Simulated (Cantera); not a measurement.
A closed system holds: 1 mol B, 6.9 mol H2, held at 2173.15 K and 9.10 mbar.

Method: chemical equilibrium by Gibbs-energy minimisation in Cantera with the NASA 1993 tables (ideal gas, pure condensed phases). Candidate condensed phases: B; 7 gas species. The tables' values for BH2 are old estimates; treat these amounts as uncertain. Equilibrium is a limit: real reactors are often held back by kinetics, nucleation or transport.

Base state: H2 0.949, H 0.0493, BH2 0.00111, B 0.000207, BH 2.45e-5 (mole fractions); condensed: B(s).

Problem. What changes in the equilibrium state with this change: B replaced by B2O3?

Solution. 
```tsv
species	before	after
H2	0.949	0.756
HBO2	0	0.0619
B2O3	0	0.0487
HBO	0	0.0426
BO	0	0.0309
H2O	0	0.0106
H	0.0493	0.0440
B2O2	0	0.00516
BO2	0	0.000581
OH	0	8.26e-5
BH2	0.00111	3.85e-7
BH	2.45e-5	9.57e-9
B(s), mol	0.990	0
```
Further candidate phases: B2O3, B3O3H3, H2O.
